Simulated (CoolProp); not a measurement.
Properties of fluorine at several states (Tc = -128.7 °C, pc = 52.40 bar, ω = 0.045).

Values from CoolProp's reference Helmholtz-energy equation of state, de Reuck 1990.

```tsv
T (°C)	p (bar)	phase	density (kg/m³)	cv (kJ/(kg K))	Joule-Thomson coefficient (K/MPa)	isothermal compressibility (1/MPa)	expansivity (1/kK)
-199.45	0.518	liquid	1578	0.8519	-0.2965	(withheld)	4.138
-182.75	10.3	liquid	1466	(withheld)	-0.2458	0.002123	(withheld)
-129.75	3.09	gas	10.05	(withheld)	8.152	3.304	7.429
-174.15	0.105	gas	0.4857	0.5487	18.53	95.44	10.17
```

**Question.** Complete the blanks.

**Answer.** 
- -199.45, isothermal compressibility (1/MPa): 0.001263
- -182.75, cv (kJ/(kg K)): 0.8062
- -182.75, expansivity (1/kK): 4.978
- -129.75, cv (kJ/(kg K)): 0.5597
